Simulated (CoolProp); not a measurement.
Oxygen at 890.71 K and 0.66 MPa flows at 0.35 m/s in a round tube of 20 mm bore and 0.25 µm roughness, fully developed (64/Re and Nu = 3.66 if laminar; Colebrook and Gnielinski if turbulent). Each further row changes one setting.

Computed with CoolProp (reference Helmholtz-energy equation of state, Schmidt 1985).

| case | Reynolds number | Darcy friction factor | pressure drop (Pa/m) | heat-transfer coefficient (W/(m² K)) | mass flow (kg/h) |
|---|---|---|---|---|---|
| as stated | 437 | … | … | 12.0 | … |
| velocity 0.7 m/s | 875 | 0.0731 | … | 12.0 | … |
| diameter 40 mm | 875 | 0.0731 | … | … | 4.51 |

Complete the blanks.


- as stated, Darcy friction factor: 0.146
- as stated, pressure drop (Pa/m): 1.28
- as stated, mass flow (kg/h): 1.13
- velocity 0.7 m/s, pressure drop (Pa/m): 2.55
- velocity 0.7 m/s, mass flow (kg/h): 2.25
- diameter 40 mm, pressure drop (Pa/m): 0.319
- diameter 40 mm, heat-transfer coefficient (W/(m² K)): 5.99

Above 300 K oxygen's equation is extrapolated.

Viscosity comes from a separate model (Lemmon 2004). Thermal conductivity comes from a separate model (Lemmon 2004).
